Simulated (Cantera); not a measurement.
Input: 1 mol B₂H₆, 20 mol N₂, 0.002 mol Cl₂, at 3.50 mbar.

Cantera equilibrium calculation (NASA polynomials, part measured and part estimated; ideal gas, pure solids and liquids). Candidate condensed phases: B, BN, NH₄Cl; 21 gas species. The feed counts by its element totals alone. Equilibrium is a limit: real reactors are often held back by kinetics, nucleation or transport.

Question: Which condensed phases are stable at each of these points (T (K)): 2000, 2050, 2100, 2150, 2200, 2250, 2300?

Answer: 
| T (K) | condensed phases | B condensed (%) |
|---|---|---|
| 2000 | BN(s) | 99.9 |
| 2050 | BN(s) | 99.9 |
| 2100 | BN(s) | 99.8 |
| 2150 | BN(s) | 99.5 |
| 2200 | BN(s) | 99.0 |
| 2250 | B(s) | 97.7 |
| 2300 | B(s) | 96.0 |

From 2000 K to 2200 K the condensed part is BN(s). From 2250 K to 2300 K the condensed part is B(s).
